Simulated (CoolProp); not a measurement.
Ethylene at 352.1 K and 4.87 MPa is throttled through a valve to 2.39 MPa with no heat exchange. Each further row changes one setting.

Model: reference Helmholtz-energy equation of state, Smukala 2000, in CoolProp.

```
case                       temperature change (K)  final density (kg/m³)
-------------------------  ----------------------  ---------------------
as stated                                     [?]                    [?]
outlet pressure 0.717 MPa                     [?]                    [?]
outlet pressure 3.11 MPa                      [?]                    [?]
```

Q: Complete the blanks.

A: 
- as stated, temperature change (K): -18.1
- as stated, final density (kg/m³): 26.8
- outlet pressure 0.717 MPa, temperature change (K): -31.9
- outlet pressure 0.717 MPa, final density (kg/m³): 7.81
- outlet pressure 3.11 MPa, temperature change (K): -12.6
- outlet pressure 3.11 MPa, final density (kg/m³): 35.2
